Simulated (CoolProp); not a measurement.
A closed Brayton cycle with carbon dioxide: compressor inlet 317.15 K and 8.1 MPa, high pressure 21.1 MPa, turbine inlet 790 K, compressor efficiency 0.85, turbine efficiency 0.93, recuperator effectiveness 0.8 (on enthalpy, no pinch check). Each further row changes one setting.

Model: reference Helmholtz-energy equation of state, Span 1996, in CoolProp.

```
case                           thermal efficiency (%)  net work (kJ/kg)  compressor to turbine work  compressor exit (K)  turbine exit (K)
-----------------------------  ----------------------  ----------------  --------------------------  -------------------  ----------------
as stated                                        29.6              80.4                        0.35                391.1             675.2
turbine inlet 740 K                              28.3              71.3                        0.38                391.1             629.5
compressor inlet 327.15 K                        28.6              72.8                        0.41                409.6             675.2
high pressure 17.9 MPa                           27.5              69.4                        0.33                378.1             694.4
recuperator effectiveness 0.5                    21.7              80.4                        0.35                391.1             675.2
```
